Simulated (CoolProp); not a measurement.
p-xylene at several states: Z from the reference equation and from simpler models built on Tc = 616.2 K, pc = 3.532 MPa, ω = 0.324; each cubic takes its own stable root.

Model: reference Helmholtz-energy equation of state, Zhou 2012, in CoolProp.

```tsv
T (K)	p (MPa)	phase	reference	Redlich-Kwong	Soave-Redlich-Kwong	Peng-Robinson
300.9	0.0456	liquid	0.002265	0.002697	0.002624	0.002335
324.2	0.216	liquid	0.01020	0.01214	0.01176	0.01045
362.2	0.134	liquid	0.005905	0.007044	0.006778	0.006011
332.9	0.576	liquid	0.02672	0.03179	0.03077	0.02734
475.8	0.032	gas	0.9917	0.9936	0.9929	0.9924
```
